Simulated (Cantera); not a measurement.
Input: 1 mol Cu, 8.2 mol CO2, 1.6 mol H2, 0.16 mol CO, equilibrated at 0.133 bar.

Cantera equilibrium calculation (NASA polynomials, part measured and part estimated; ideal gas, pure solids and liquids). Candidate condensed phases: C, C6H6, C7H8, C8H18, Cu, CuO, Cu(OH)2, Cu2O, H2O; 113 gas species. Equilibrium is a limit: real reactors are often held back by kinetics, nucleation or transport.

Problem. What share of the Cu ends up in condensed phases as a function of T (K), at 1448, 1523, 1598, 1673, 1748, 1823, 1898, 1973, 2048?

Solution. 
```tsv
T (K)	Cu condensed (%)	as
1448	100.0	Cu(l)
1523	99.9	Cu(l)
1598	99.7	Cu(l)
1673	99.2	Cu(l)
1748	97.8	Cu(l)
1823	94.7	Cu(l)
1898	88.0	Cu(l)
1973	74.2	Cu(l)
2048	47.0	Cu(l)
```
